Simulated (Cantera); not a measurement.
Feed: 1 mol Si₃N₄, 0.0058 mol H₂O, 1 mol H₂, at 1248.15 K and 1.10 bar.

Equilibrium computed with Cantera from the NASA thermochemical tables; the gas is ideal and each condensed phase is pure. Candidate condensed phases: H₂O, Si, SiO₂, Si₂N₂O, Si₃N₄; 35 gas species. Mutual solubility and eutectic melting of coexisting phases are not modelled. Kinetics and transport are ignored.

Base state: H₂ 0.998, N₂ 0.00191 (mole fractions); condensed: Si₂N₂O(s) + Si₃N₄(s).

Task: What changes in the equilibrium state with this change: temperature from 1248.15 K to 1948.15 K?

Result: 
| species | before | after |
|---|---|---|
| H₂ | 0.998 | 0.922 |
| N₂ | 0.00191 | 0.0743 |
| SiO | <1e-9 | 0.00257 |
| SiH₂ | <1e-9 | 7.23e-5 |
| Si | <1e-9 | 2.12e-5 |
| Si₂N₂O(s), mol | 0.00580 | 0.00300 |
| Si₃N₄(s), mol | 0.996 | 0.958 |
| Si(l), mol | 0 | 0.117 |
Gases not in the tables: Si₂H₆ and higher silanes.

Task: What changes in the equilibrium state with this change: H₂O from 0.0058 to 0.3 mol?

Result: 
```csv
species,before,after
H₂,0.998,0.929
N₂,0.00191,0.0714
NH₃,7.39e-6,4.05e-5
"Si₂N₂O(s), mol",0.00580,0.300
"Si₃N₄(s), mol",0.996,0.800
```

Task: What changes in the equilibrium state with this change: temperature from 1248.15 K to 2000 K?

Result: 
```tsv
species	before	after
H₂	0.998	0.844
N₂	0.00191	0.149
SiO	<1e-9	0.00487
SiH₂	<1e-9	8.96e-5
Si	<1e-9	3.96e-5
SiH	<1e-9	2.59e-5
H	4.46e-7	0.00142
Si₂N₂O(s), mol	0.00580	0
Si₃N₄(s), mol	0.996	0.911
Si(l), mol	0	0.261
```
Gases not in the tables: Si₂H₆ and higher silanes.
